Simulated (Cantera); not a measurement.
A Cantera script and its output.

```python
import numpy as np
import cantera as ct

gas = ct.Solution("gri30.yaml")
gas.TPX = 750, 77000, {'CH4': 1, 'O2': 4.65, 'N2': 18.1}
inlet = ct.Reservoir(gas, clone=True)
gas.equilibrate("HP")  # start burning
reactor = ct.IdealGasConstPressureReactor(gas, energy="on", clone=False)
exhaust = ct.Reservoir(gas, clone=True)
tau = [0.14, 0.055, 0.021, 0.0081, 0.0031, 0.0012, 0.00047, 0.00018, 7e-05][0]
for a, b in ((inlet, reactor), (reactor, exhaust)):
    ct.MassFlowController(a, b, mdot=lambda t: reactor.mass / tau)
net = ct.ReactorNet([reactor])
show = ['CH4', 'O2', 'HCN', 'CH2', 'C2H4', 'CO2', 'NO2']

rows = []
print(f"{'tau/s':>10s}{'T/K':>9s}" + "".join(f"{s:>11s}" for s in show))
for tau in [0.14, 0.055, 0.021, 0.0081, 0.0031, 0.0012, 0.00047, 0.00018, 7e-05]:
    net.initial_time = 0.0
    net.advance(30 * tau)
    before = gas.X
    net.advance(40 * tau)
    drift = np.max(np.abs(gas.X - before) / (gas.X + 1e-9))
    rows.append([gas.T, *gas[show].X, drift])
    print(f"{tau:10.3e}{gas.T:9.1f}" + "".join(f"{x:11.3e}" for x in gas[show].X))
```

Output:

```
     tau/s      T/K        CH4         O2        HCN        CH2       C2H4        CO2        NO2
 1.400e-01   1688.4  1.029e-05  1.114e-01  1.467e-09  1.854e-08  1.103e-09  4.186e-02  1.730e-08
 5.500e-02   1684.4  1.854e-05  1.114e-01  1.777e-09  4.110e-08  2.214e-09  4.164e-02  1.426e-08
 2.100e-02   1677.4  3.392e-05  1.114e-01  2.274e-09  8.958e-08  4.180e-09  4.123e-02  1.022e-08
 8.100e-03   1665.4  6.209e-05  1.116e-01  3.315e-09  1.854e-07  7.522e-09  4.046e-02  6.677e-09
 3.100e-03   1644.6  1.175e-04  1.120e-01  5.696e-09  3.694e-07  1.420e-08  3.898e-02  4.317e-09
 1.200e-03   1609.9  2.371e-04  1.131e-01  1.073e-08  7.087e-07  3.243e-08  3.622e-02  2.911e-09
 4.700e-04   1552.3  5.653e-04  1.160e-01  2.112e-08  1.397e-06  1.200e-07  3.085e-02  1.846e-09
 1.800e-04    750.0  4.211e-02  1.958e-01  2.548e-22  1.779e-30  8.163e-19  1.006e-16  6.551e-22
 7.000e-05    750.0  4.211e-02  1.958e-01 -5.815e-27  2.572e-31 -1.863e-23 -2.297e-21 -1.495e-26
```

Model: GRI-Mech 3.0 (53 species, 325 reactions), integrated in Cantera.
